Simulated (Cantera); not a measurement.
## TiCl4 + CH4 + H2 (titanium nitride, carbide and oxide coatings)

A closed system holds: 1 mol TiCl4, 0.35 mol CH4, 6.5 mol H2, held at 1927 °C and 750 Torr.

Method: chemical equilibrium by Gibbs-energy minimisation in Cantera with the NASA 1993 tables (ideal gas, pure condensed phases). Candidate condensed phases: C, C6H6, C7H8, C8H18, Ti, TiC, TiCl2, TiCl3, TiCl4; 96 gas species. The tables' values for TiCl2 are old estimates; treat these amounts as uncertain. TiC: taken at fixed stoichiometry. Rates play no part.

- x(H2): 0.678
- x(HCl): 0.244
- x(TiCl3): 0.0517
- x(TiCl2): 0.0185
- x(H): 0.00464
- x(TiCl4): 0.00203
- x(Cl): 0.00121
- x(TiCl): 0.000203
- x(CH4): 3.32e-6
- n(TiC(s)): 0.350 mol
- gas amount: 8.977 mol
- log10 activity of C(graphite) (absent): -1.56
- log10 activity of Ti(l) (absent): -2.06
- log10 activity of TiCl4(l) (absent): -4.37
